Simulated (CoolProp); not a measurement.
Sulfur dioxide along the isotherm 303.5 K: fugacity coefficient from the reference equation and from simpler models built on Tc = 430.6 K, pc = 78.87 bar, ω = 0.256; each cubic takes its own stable root.

Values from CoolProp's reference Helmholtz-energy equation of state, Gao 2016.

```
p (bar)   phase  reference
-------  ------  ---------
7.39     liquid     0.5900
14.8     liquid     0.2987
22.2     liquid     0.2019
29.6     liquid     0.1536
37       liquid     0.1246
44.4     liquid     0.1052
51.8     liquid    0.09146
59.1     liquid    0.08126
66.5     liquid    0.07322
73.9     liquid    0.06680
81.3     liquid    0.06156
88.7     liquid    0.05720
96.1     liquid    0.05352
104      liquid    0.05019
111      liquid    0.04763
118      liquid    0.04539
```

**Question.** How far does each simpler model (van der Waals, Redlich-Kwong, Soave-Redlich-Kwong, Peng-Robinson) lie from the reference over these 16 states: mean and median of the absolute difference, and the worst?

**Answer.** 
- van der Waals: mean 225.4 %, median 236.5 %, worst +259.6 % at 303.5 K and 118 bar
- Redlich-Kwong: mean 56.1 %, median 56.1 %, worst +58.6 % at 303.5 K and 118 bar
- Soave-Redlich-Kwong: mean 2.7 %, median 2.7 %, worst +3.9 % at 303.5 K and 118 bar
- Peng-Robinson: mean 0.5 %, median 0.5 %, worst +0.7 % at 303.5 K and 7.39 bar

At some of these states van der Waals gives the other phase, because its saturation line lies elsewhere.
